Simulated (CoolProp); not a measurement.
Vapour-liquid equilibrium of CH2F2 (R32) (1) + methanol (2) at 0.84 bar; x and y are mole fractions of (1).

Values from CoolProp's multi-fluid Helmholtz-energy mixture model, Tillner-Roth 1997 and de Reuck 1993; pair parameters Bell 2016.

### Question
Give the bubble temperature and the first vapour's composition at x = 0.45, 0.65, 0.85. Is there an azeotrope?

### Answer
x = 0.45: -51.8 °C, y = 0.999; x = 0.65: -52.1 °C, y = 0.999; x = 0.85: -53.1 °C, y = 0.999. No azeotrope shows between x = 0.05 and 0.95.

The pair parameters rest on a limited set of measurements; away from them the model extrapolates. With so large a gap from Raoult's law the liquid may split in two, which this calculation doesn't test in full.
